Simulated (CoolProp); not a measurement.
Vapour-liquid equilibrium of CH2F2 (R32) (1) + R1234ze(E) (2) at 0.0466 MPa; x and y are mole fractions of (1).

The numbers come from the multi-fluid Helmholtz-energy mixture model, Tillner-Roth 1997 and Thol 2016; pair parameters Bell 2023 in CoolProp.

| x | bubble temperature, mixture model (K) | bubble temperature, Raoult's law (K) | y, mixture model | y, Raoult's law |
|---|---|---|---|---|
| 0.05 | ___ | 234.4 | 0.244 | 0.201 |
| 0.125 | 227.9 | 230.1 | 0.475 | 0.414 |
| 0.2 | 223.9 | 226.6 | 0.614 | 0.561 |
| 0.275 | ___ | 223.6 | ___ | 0.665 |
| 0.35 | 218.4 | 221.0 | 0.766 | 0.743 |
| 0.425 | 216.5 | 218.8 | 0.812 | 0.802 |
| 0.5 | 214.9 | 216.8 | 0.848 | 0.849 |
| 0.575 | 213.5 | 215.0 | 0.877 | 0.885 |
| 0.65 | 212.2 | 213.3 | 0.902 | 0.915 |
| 0.725 | 211.1 | 211.9 | 0.925 | 0.940 |
| 0.8 | 210.0 | 210.5 | 0.946 | 0.960 |
| 0.875 | 209.0 | 209.2 | 0.967 | 0.977 |
| 0.95 | 208.0 | 208.1 | 0.987 | 0.992 |

Task: Fill in the missing entries.

Result: 
- 0.05, bubble temperature, mixture model (K): 233.2
- 0.275, bubble temperature, mixture model (K): 220.8
- 0.275, y, mixture model: 0.704

The largest gap from Raoult's law is -2.8 K in bubble temperature, at x = 0.275. No azeotrope shows between x = 0.05 and 0.95.

The pair parameters rest on a limited set of measurements; away from them the model extrapolates.
